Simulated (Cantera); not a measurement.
Input: 1 mol SiCl4, 0.57 mol H2O, 5.8 mol O3, held at 100000 Pa.

Equilibrium computed with Cantera from the NASA thermochemical tables; the gas is ideal and each condensed phase is pure. Candidate condensed phases: H2O, Si, SiO2; 30 gas species. The tables hold silica as quartz up to 1696 K and as liquid above; real silica turns to tridymite and cristobalite and melts near 1996 K. Equilibrium is a limit: real reactors are often held back by kinetics, nucleation or transport.

Task: Which condensed phases are stable at each of these points (T (K)): 698, 798, 898, 998, 1098, 1198, 1298, 1398, 1498, 1598?

Result: 
```csv
T (K),condensed phases,Si condensed (%)
698,SiO2(α-quartz),100.0
798,SiO2(α-quartz),100.0
898,SiO2(β-quartz),100.0
998,SiO2(β-quartz),100.0
1098,SiO2(β-quartz),100.0
1198,SiO2(β-quartz),100.0
1298,SiO2(β-quartz),100.0
1398,SiO2(β-quartz),100.0
1498,SiO2(β-quartz),100.0
1598,SiO2(β-quartz),100.0
```

From 698 K to 798 K the condensed part is SiO2(α-quartz). From 898 K to 1598 K the condensed part is SiO2(β-quartz).
